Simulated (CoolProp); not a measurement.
Cyclohexane along the isotherm 595.9 K: density (kg/m³) from the reference equation and from simpler models built on Tc = 553.6 K, pc = 4.081 MPa, ω = 0.209; each cubic takes its own stable root.

Values from CoolProp's reference Helmholtz-energy equation of state, Zhou 2014.

| p (MPa) | phase | reference |
|---|---|---|
| 5.1 | supercritical | 160.5 |
| 10.2 | supercritical | 425.2 |
| 15.3 | supercritical | 481.5 |
| 20.4 | supercritical | 513.2 |
| 25.5 | supercritical | 535.8 |
| 30.6 | supercritical | 553.6 |
| 35.7 | supercritical | 568.3 |
| 40.8 | supercritical | 580.9 |

How far does each simpler model (ideal gas, van der Waals, Redlich-Kwong, Soave-Redlich-Kwong, Peng-Robinson) lie from the reference over these 8 states: mean and median of the absolute difference, and the worst?


- ideal gas: mean 29.4 %, median 25.9 %, worst -59.2 % at 595.9 K and 10.2 MPa
- van der Waals: mean 21.2 %, median 23.2 %, worst -23.7 % at 595.9 K and 40.8 MPa
- Redlich-Kwong: mean 4.1 %, median 3.3 %, worst -8.9 % at 595.9 K and 10.2 MPa
- Soave-Redlich-Kwong: mean 5.6 %, median 4.6 %, worst -11.9 % at 595.9 K and 10.2 MPa
- Peng-Robinson: mean 4.7 %, median 4.6 %, worst +8.3 % at 595.9 K and 40.8 MPa
